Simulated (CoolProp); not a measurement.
Vapour pressure (kPa) of propyne: the reference equation beside estimates from Tc = 402.7 K, pc = 5658 kPa, ω = 0.204.

Values from CoolProp's reference Helmholtz-energy equation of state, Polt 1992. This equation is an older, rougher fit; its heat capacities, sound speeds and derivatives of the liquid may be far off and weren't checked against measurements.

```tsv
T (K)	reference	Redlich-Kwong	Peng-Robinson
311.3	838.1	?	845.0
314.3	906.9	1164	914.9
317.3	979.9	1248	989.2
320.3	1057	1335	1068
323.3	1139	1427	1151
326.3	1226	1523	1239
329.3	1318	1623	1332
332.3	?	1727	1430
335.3	1517	1837	1533
338.3	?	1950	1642
341.3	1738	2069	1756
344.3	1857	2192	1876
347.3	1982	2320	2002
```

**Question.** Some entries are withheld; supply them.

**Answer.** 
- 311.3, Redlich-Kwong: 1085
- 332.3, reference: 1415
- 338.3, reference: 1624

Absolute difference from the reference over all 13 rows, mean and median: Redlich-Kwong 23.2 and 23.1 %, Peng-Robinson 1.0 and 1.0 %.
